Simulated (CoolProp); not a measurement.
Vapour-liquid equilibrium of CH2F2 (R32) (1) + R1234ze(E) (2) at 16.9 bar; x and y are mole fractions of (1).

The numbers come from the multi-fluid Helmholtz-energy mixture model, Tillner-Roth 1997 and Thol 2016; pair parameters Bell 2023 in CoolProp.

### Question
Give the bubble temperature and the first vapour's composition at x = 0.05, 0.65, 0.8. Is there an azeotrope?

### Answer
x = 0.05: 341.3 K, y = 0.104; x = 0.65: 308.9 K, y = 0.807; x = 0.8: 304.0 K, y = 0.896. No azeotrope shows between x = 0.05 and 0.95.

Pair parameters are fitted to limited data, so mixtures are less certain than the pure fluids. The gap from Raoult's law changes sign with composition, which may be real or a fault of the pair parameters; it wasn't checked against measurements.
